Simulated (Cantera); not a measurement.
A freely propagating, adiabatic, planar premixed flame of 5.35 % CH₄, 1.82 % C₂H₆, 19.0 % O₂, 73.9 % N₂, equivalence ratio 0.90, unburnt at 325 K and 650000 Pa; mixture-averaged transport, grid criteria slope 0.08 and curve 0.16, no radiation.

Detailed kinetics in Cantera: GRI-Mech 3.0 (53 species, 325 reactions). Burning velocities carry a grid error of a few per cent, more on coarse grids.

x: mole fraction of selected species; z is measured from the peak of heat release.

```
z (mm)   T (K)  u (m/s)    x CH₄    x C₂H₆    x O₂     x H₂O       x H    x C₂H₂
-------  -----  -------  -------  --------  ------  --------  --------  --------
-0.369     325    0.192   0.0535    0.0182   0.189   5.27e-5     <1e-8     <1e-8
-0.246     328    0.194   0.0533    0.0182   0.189  0.000486     <1e-8   1.22e-7
-0.184     344    0.204   0.0527    0.0181   0.188         ?     <1e-8         ?
-0.123     453    0.270   0.0487    0.0174   0.179    0.0158     <1e-8   1.09e-5
-0.0615    934    0.564   0.0321    0.0115   0.137    0.0650   7.99e-7   8.54e-5
-0.0307   1358    0.825   0.0171   0.00430  0.0949     0.104   5.44e-5  0.000182
0         1760     1.07  0.00313  0.000126  0.0518     0.138  0.000666  0.000221
0.0307    1931     1.17  8.56e-5   4.24e-8  0.0323     0.149   0.00112   1.11e-5
0.0615    2004     1.21        ?     <1e-8       ?     0.151         ?         ?
0.123     2074     1.24    <1e-8     <1e-8  0.0226     0.155  0.000437     <1e-8
0.246     2122     1.27    <1e-8     <1e-8  0.0203     0.157  0.000154     <1e-8
0.492     2146     1.28    <1e-8     <1e-8  0.0192     0.159   5.58e-5     <1e-8
0.983     2153     1.29    <1e-8     <1e-8  0.0189     0.159   3.55e-5     <1e-8
```

Q: Some entries are withheld; supply them.

A: 
- -0.184, x H₂O: 0.00261
- -0.184, x C₂H₂: 1.02e-6
- 0.0615, x CH₄: 1.40e-6
- 0.0615, x O₂: 0.0266
- 0.0615, x H: 0.000882
- 0.0615, x C₂H₂: 1.44e-7
